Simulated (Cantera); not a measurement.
A freely propagating, adiabatic, planar premixed flame of CH₃OH : O₂ : N₂ : H₂ = 1 : 1.58 : 5.94 : 0.17 (molar parts), unburnt at 425 K and 170000 Pa; mixture-averaged transport, grid criteria slope 0.08 and curve 0.16, no radiation.

Detailed kinetics in Cantera: GRI-Mech 3.0 (53 species, 325 reactions). GRI-Mech 3.0 was tuned for natural gas; its chemistry of methanol as a main component is partial and can be far from experiment. Burning velocities carry a grid error of a few per cent, more on coarse grids.

**Question.** Predict: laminar burning velocity; thermal thickness; peak x(CO); peak x(H₂O₂).

**Answer.** 
- laminar burning velocity: 73.3 cm/s
- thermal thickness: 0.188 mm
- peak x(CO): 0.0659
- peak x(H₂O₂): 0.00138
